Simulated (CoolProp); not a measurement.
A simple Rankine cycle with R21: condensing at 324.15 K, boiler at 1.03 MPa, turbine inlet 401.2 K, turbine efficiency 0.85, pump efficiency 0.8, no recuperator. Each further row changes one setting.

Model: reference Helmholtz-energy equation of state, Platzer 1990, in CoolProp. This equation is an older, rougher fit; its heat capacities, sound speeds and derivatives of the liquid may be far off and weren't checked against measurements.

```tsv
case	thermal efficiency (%)	net work (kJ/kg)	heat in (kJ/kg)	turbine exit temperature (K)	volume ratio over the turbine
as stated	8.2	(withheld)	260	(withheld)	2.38
turbine inlet 421.2 K	8.3	22.8	275	378.8	(withheld)
condensing temperature 316.15 K	9.8	26.4	(withheld)	349.4	2.95
boiler pressure 0.721 MPa	5.2	13.9	264	375.8	1.70
turbine efficiency 0.75	7.2	(withheld)	260	362.6	(withheld)
```

Q: Some entries are withheld; supply them.

A: 
- as stated, net work (kJ/kg): 21.3
- as stated, turbine exit temperature (K): 358.9
- turbine inlet 421.2 K, volume ratio over the turbine: 2.37
- condensing temperature 316.15 K, heat in (kJ/kg): 268
- turbine efficiency 0.75, net work (kJ/kg): 18.7
- turbine efficiency 0.75, volume ratio over the turbine: 2.41
